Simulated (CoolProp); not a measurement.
Vapour-liquid equilibrium of ethane (1) + n-perfluorobutane (2) at 262.1 K; x and y are mole fractions of (1).

The numbers come from the multi-fluid Helmholtz-energy mixture model, Bücker 2006 and Gao 2022; pair parameters Bell 2016 in CoolProp.

| x | bubble pressure (MPa) | y at the bubble point | dew pressure at overall composition x (MPa) | liquid density (mol/L) |
|---|---|---|---|---|
| 0.05 | 0.2077 | 0.664 | 0.07314 | 7.036 |
| 0.15 | 0.4837 | 0.856 | 0.08186 | 7.457 |
| 0.25 | 0.7251 | 0.905 | 0.09288 | 7.916 |
| 0.35 | 0.9153 | 0.926 | 0.1073 | 8.420 |
| 0.45 | 1.060 | 0.938 | 0.1269 | 8.979 |
| 0.55 | 1.176 | 0.946 | 0.1551 | 9.607 |
| 0.65 | 1.283 | 0.954 | 0.1994 | 10.32 |
| 0.75 | 1.399 | 0.963 | 0.2791 | 11.16 |
| 0.85 | 1.538 | 0.975 | 0.4645 | 12.15 |
| 0.95 | 1.709 | 0.990 | 1.226 | 13.39 |

No azeotrope shows between x = 0.05 and 0.95.

The pair parameters rest on a limited set of measurements; away from them the model extrapolates. The gap from Raoult's law changes sign with composition, which may be real or a fault of the pair parameters; it wasn't checked against measurements.
